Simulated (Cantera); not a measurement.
Mixture: C2H4 : O2 : N2 : H2O = 1 : 3.53 : 9.53 : 0.43 (molar parts), at 1.01 bar, adiabatic and at constant pressure. Ignition delay is the time to a rise of 400 K.

Detailed kinetics in Cantera: GRI-Mech 3.0 (53 species, 325 reactions). GRI-Mech 3.0 was tuned for natural gas; its chemistry of ethylene as a main component is partial and can be far from experiment.

Q: What does this change do: constant volume in place of constant pressure?

A: 
| quantity | before | after |
|---|---|---|
| delay at 1125 K | 2.34 ms | 2.33 ms |
| delay at 1225 K | 0.217 ms | 0.211 ms |
| delay at 1325 K | 71.1 µs | 68.0 µs |
| delay at 1425 K | 38.2 µs | 36.2 µs |
| delay at 1525 K | 24.3 µs | 22.9 µs |
| delay at 1625 K | 16.9 µs | 15.8 µs |
| delay at 1725 K | 12.3 µs | 11.5 µs |
| apparent activation energy between 1525 and 1725 K | 74 kJ/mol | 75 kJ/mol |

Q: What does this change do: pressure from 1.01 bar to 0.420 bar?

A: 
```
quantity                                               before      after
--------------------------------------------------  ---------  ---------
delay at 1125 K                                       2.34 ms    1.67 ms
delay at 1225 K                                      0.217 ms   0.303 ms
delay at 1325 K                                       71.1 µs   0.141 ms
delay at 1425 K                                       38.2 µs    83.6 µs
delay at 1525 K                                       24.3 µs    55.4 µs
delay at 1625 K                                       16.9 µs    39.2 µs
delay at 1725 K                                       12.3 µs    29.0 µs
apparent activation energy between 1525 and 1725 K  74 kJ/mol  71 kJ/mol
```
